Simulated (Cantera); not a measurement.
Charge: 1 mol B₂H₆, 0.31 mol O₂, 0.72 mol N₂, held at 7.30 mbar.

Method: chemical equilibrium by Gibbs-energy minimisation in Cantera with the NASA 1993 tables (ideal gas, pure condensed phases). Candidate condensed phases: B, BN, B₂O₃, B₃O₃H₃, H₂O; 39 gas species. The feed counts by its element totals alone. N₂ is the only nitrogen source here; it is nearly inert below about 1500 K, so the nitride shown seldom forms there in practice. Mutual solubility and eutectic melting of coexisting phases are not modelled. Rates play no part.

Problem. Which condensed phases are stable at each of these points (T (K)): 1348, 1373, 1398, 1423, 1448, 1473, 1498, 1523, 1548, 1573?

Solution. 
```csv
T (K),condensed phases,B condensed (%)
1348,B(s) + BN(s) + B₂O₃(l),98.5
1373,B(s) + BN(s) + B₂O₃(l),98.0
1398,B(s) + BN(s) + B₂O₃(l),97.2
1423,B(s) + BN(s) + B₂O₃(l),96.1
1448,B(s) + BN(s) + B₂O₃(l),94.4
1473,B(s) + BN(s) + B₂O₃(l),92.0
1498,B(s) + BN(s) + B₂O₃(l),88.6
1523,B(s) + BN(s) + B₂O₃(l),83.5
1548,B(s) + BN(s) + B₂O₃(l),76.1
1573,BN(s) + B₂O₃(l),73.0
```

From 1348 K to 1548 K the condensed part is B(s) + BN(s) + B₂O₃(l). At 1573 K the condensed part is BN(s) + B₂O₃(l).
